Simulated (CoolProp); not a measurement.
Dimethyl carbonate at several states: fugacity coefficient from the reference equation and from simpler models built on Tc = 557.0 K, pc = 4.909 MPa, ω = 0.346; each cubic takes its own stable root.

Model: reference Helmholtz-energy equation of state, Zhou 2011, in CoolProp.

```csv
T (K),p (MPa),phase,reference
374.9,10.2,liquid,0.01849
563.1,1.14,gas,0.9239
505,17.2,liquid,0.1576
588.6,0.0365,gas,0.9979
432.2,0.0286,gas,0.9955
```

Question: How far does each simpler model (van der Waals, Peng-Robinson) lie from the reference over these 5 states: mean and median of the absolute difference, and the worst?

Answer: 
- van der Waals: mean 113.4 %, median 1.0 %, worst +499.8 % at 374.9 K and 10.2 MPa
- Peng-Robinson: mean 0.4 %, median 0.3 %, worst -0.8 % at 374.9 K and 10.2 MPa
